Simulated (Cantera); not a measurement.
What does this Cantera script print?

```python
import numpy as np
import cantera as ct

gas = ct.Solution("gri30.yaml")


def delay(T, t_max=10):
    gas.TPX = T, 1000000, {'CO': 1, 'H2': 0.038, 'CH4': 0.11, 'O2': 0.503, 'N2': 1.89}
    reactor = ct.IdealGasReactor(gas, clone=False)
    net = ct.ReactorNet([reactor])
    net.rtol, net.atol = 1e-8, 1e-16
    while net.time < t_max:
        t_old, T_old = net.time, reactor.T
        net.step()
        if reactor.T > T + 400:  # ignition: a rise of 400 K
            return t_old + (T + 400 - T_old) / (reactor.T - T_old) * (net.time - t_old)
    return np.nan


taus = []
for T in [1225, 1300, 1375, 1450, 1525, 1600, 1675]:
    taus.append(delay(T))
    print(f"T0 = {T:6g} K   tau = {taus[-1]:.4e} s")
```

Output:

```
T0 =   1225 K   tau = 2.4834e-04 s
T0 =   1300 K   tau = 1.3686e-04 s
T0 =   1375 K   tau = 7.8939e-05 s
T0 =   1450 K   tau = 4.7094e-05 s
T0 =   1525 K   tau = 2.9149e-05 s
T0 =   1600 K   tau = 1.8764e-05 s
T0 =   1675 K   tau = 1.2538e-05 s
```

Cantera simulation using GRI-Mech 3.0 (53 species, 325 reactions); the numbers are that mechanism's predictions, not measurements.
